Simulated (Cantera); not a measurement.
A perfectly stirred reactor is fed with CH4 : C2H6 : O2 : N2 = 1 : 0.35 : 3.22 : 32.2 (molar parts), equivalence ratio 1.0, at 5.50 bar; it is adiabatic with a 425 K inlet, and is followed from long to short residence time, starting on the burning branch (τ in s: 0.044, 0.02, 0.0089, 0.004, 0.0018, 0.00081, 0.00036, 0.00016, 7.3e-05).

Detailed kinetics in Cantera: GRI-Mech 3.0 (53 species, 325 reactions).

Question: Predict: blow-out, bracketed by the residence times tried; x(CH4) at τ = 44.0 ms; x(C2H6) at τ = 44.0 ms; x(O2) at τ = 44.0 ms; x(CO) at τ = 44.0 ms; x(CH2CO) at τ = 44.0 ms; x(CH4) at τ = 1.80 ms; x(C2H6) at τ = 1.80 ms; x(O2) at τ = 1.80 ms.

Answer: 
| Property | Result |
|---|---|
| blow-out, bracketed by the residence times tried | burning at 20.0 ms, out at 8.90 ms |
| x(CH4) at τ = 44.0 ms | 0.000209 |
| x(C2H6) at τ = 44.0 ms | 1.16e-5 |
| x(O2) at τ = 44.0 ms | 0.00301 |
| x(CO) at τ = 44.0 ms | 0.00352 |
| x(CH2CO) at τ = 44.0 ms | 8.53e-6 |
| x(CH4) at τ = 1.80 ms | 0.0272 |
| x(C2H6) at τ = 1.80 ms | 0.00952 |
| x(O2) at τ = 1.80 ms | 0.0876 |
